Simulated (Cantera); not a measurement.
Feed: 1 mol (CH3)2SiCl2, 19 mol H2, equilibrated at 1925 °C and 0.00590 bar.

These are equilibrium values from Cantera (NASA tables, ideal gas, pure condensed phases), not measurements of a reactor. The feed counts by its element totals alone. The tables' values for SiCl are old estimates; treat these amounts as uncertain. Gases not in the tables: Si2H6 and higher silanes. Kinetics and transport are ignored.

```tsv
species	before	after
H2	0.842	0.896
HCl	0.0755	0.0818
H	0.0666	0.0167
SiCl2	0.00140	0.00154
CH4	1.10e-6	2.12e-5
SiC2	0.000625	3.69e-5
Si2C	0.000382	2.25e-5
Si	0.00655	0.000386
Si2	1.12e-5	6.58e-7
SiH	0.000205	5.14e-5
C(graphite), mol	1.10	0.943
SiC(s), mol	0.757	0.948
```
Gas species are given as mole fractions.

Q: What was changed between the two runs?
A. temperature from 1925 °C to 1202 °C
B. pressure from 0.00590 bar to 0.100 bar
C. temperature from 1925 °C to 702 °C
D. H2 from 19 to 170 mol

A: B, pressure from 0.00590 bar to 0.100 bar
